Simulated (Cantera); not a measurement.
Charge: 1 mol SO2, 0.072 mol H2, 18 mol N2, held at 2073 K and 1.88 Torr.

Method: chemical equilibrium by Gibbs-energy minimisation in Cantera with the NASA 1993 tables (ideal gas, pure condensed phases). Candidate condensed phases: H2O, H2SO4, S; 35 gas species. Equilibrium is a limit: real reactors are often held back by kinetics, nucleation or transport.

Base state: N2 0.940, SO2 0.0452, SO 0.00671, H2O 0.00226, O2 0.00144, H 0.00127, O 0.000871, NO 0.000839 (mole fractions); condensed: gas only.

Problem. What changes in the equilibrium state with this change: H2 from 0.072 to 1.4 mol?

Solution. 
```tsv
species	before	after
N2	0.940	0.879
H2	0.000586	0.0338
H2O	0.00226	0.0289
SO	0.00671	0.0169
SO2	0.0452	0.0252
H2S	4.48e-8	2.94e-5
S2	9.87e-6	0.00127
SH	6.35e-6	0.000548
S2O	3.81e-7	1.09e-5
O2	0.00144	7.05e-5
```

Problem. What changes in the equilibrium state with this change: 0.16 mol O2 added?

Solution. 
```json
[
 {"species": "N2", "before": "0.940", "after": "0.933"},
 {"species": "SO2", "before": "0.0452", "after": "0.0485"},
 {"species": "O2", "before": "0.00144", "after": "0.00654"},
 {"species": "SO", "before": "0.00671", "after": "0.00337"},
 {"species": "S", "before": "0.000317", "after": "7.46e-5"},
 {"species": "O", "before": "0.000871", "after": "0.00186"},
 {"species": "NO", "before": "0.000839", "after": "0.00179"}
]
```
